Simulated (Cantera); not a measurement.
Input: 1 mol CH3SiCl3, 1.2 mol C2H2, 260 mol H2, held at 725 °C and 7.50 Torr.

Cantera equilibrium calculation (NASA polynomials, part measured and part estimated; ideal gas, pure solids and liquids). Candidate condensed phases: C, C6H6, C7H8, C8H18, Si, SiC; 109 gas species. The feed counts by its element totals alone. Kinetics and transport are ignored.

Base state: H2 0.988, HCl 0.0114, CH4 0.000950 (mole fractions); condensed: C(graphite) + SiC(s).

Problem. What changes in the equilibrium state with this change: temperature from 725 °C to 2127 °C?

Solution. 
| species | before | after |
|---|---|---|
| H2 | 0.988 | 0.835 |
| H | 2.15e-8 | 0.145 |
| HCl | 0.0114 | 0.00931 |
| C2H2 (acetylene) | 1.07e-9 | 0.00533 |
| Si | <1e-9 | 0.00284 |
| Cl | <1e-9 | 0.00116 |
| SiC2 | <1e-9 | 0.000499 |
| SiH | <1e-9 | 8.04e-5 |
| C(graphite), mol | 2.15 | 0 |
| SiC(s), mol | 1.000 | 0 |
The tables' values for SiCl are old estimates; treat these amounts as uncertain.

Problem. What changes in the equilibrium state with this change: pressure from 7.50 Torr to 100 Torr?

Solution. 
```tsv
species	before	after
H2	0.988	0.979
HCl	0.0114	0.0114
CH4	0.000950	0.00918
C(graphite), mol	2.15	0
SiC(s), mol	1.000	0.997
```
